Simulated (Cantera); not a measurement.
# CsOH + H2 + H2O (calcination and drying)

A closed system holds: 1 mol CsOH, 0.14 mol H2, 0.06 mol H2O, held at 53.0 mbar.

These are equilibrium values from Cantera (NASA tables, ideal gas, pure condensed phases), not measurements of a reactor. Candidate condensed phases: Cs, CsOH, H2O; 15 gas species. Kinetics and transport are ignored.

From 577 °C to 677 °C the condensed part is CsOH(l). From 777 °C to 1877 °C nothing is condensed. The main Cs-bearing gas is Cs2(OH)2 at 577 °C and CsOH at 1877 °C.

```
T (°C)  x CsOH     x H2   x H2O      x Cs  x Cs2(OH)2      x O2  n CsOH(l)
------  ------  -------  ------  --------  ----------  --------  ---------
577     0.0583    0.630   0.270  0.000152      0.0413    <1e-12      0.969
677      0.400    0.310   0.139   0.00526       0.146    <1e-12      0.687
777      0.725    0.108  0.0802    0.0279      0.0592    <1e-12          0
877      0.749   0.0899  0.0995    0.0502      0.0112    <1e-12          0
977      0.725   0.0755   0.122    0.0742     0.00247    <1e-12          0
1077     0.693   0.0618   0.146    0.0984    0.000658  4.39e-12          0
1177     0.661   0.0489   0.168     0.121    0.000207  2.01e-10          0
1277     0.632   0.0373   0.189     0.142     7.54e-5   6.28e-9          0
1377     0.607   0.0276   0.205     0.159     3.11e-5   1.44e-7          0
1477     0.588   0.0199   0.219     0.173     1.43e-5   2.55e-6          0
1577     0.572   0.0140   0.229     0.184     7.17e-6   3.61e-5          0
1677     0.559  0.00998   0.236     0.193     3.87e-6  0.000405          0
1777     0.536  0.00803   0.242     0.207     2.14e-6   0.00299          0
1877     0.486  0.00864   0.250     0.235     1.11e-6    0.0108          0
```
x: gas mole fraction; n: condensed amount in mol.
